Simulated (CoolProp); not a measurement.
Vapour-liquid equilibrium of R134a (1) + R123 (2) at 15.35 °C; x and y are mole fractions of (1).

Computed with CoolProp (multi-fluid Helmholtz-energy mixture model, Tillner-Roth 1994 and Younglove 1994; pair parameters Bell 2016).

Q: Give the bubble pressure and the first vapour's composition at x = 0.35, 0.5, 0.95. Is there an azeotrope?

A: x = 0.35: 2.425 bar, y = 0.810; x = 0.5: 3.050 bar, y = 0.874; x = 0.95: 4.731 bar, y = 0.987. No azeotrope shows between x = 0.05 and 0.95.

The pair parameters rest on a limited set of measurements; away from them the model extrapolates.
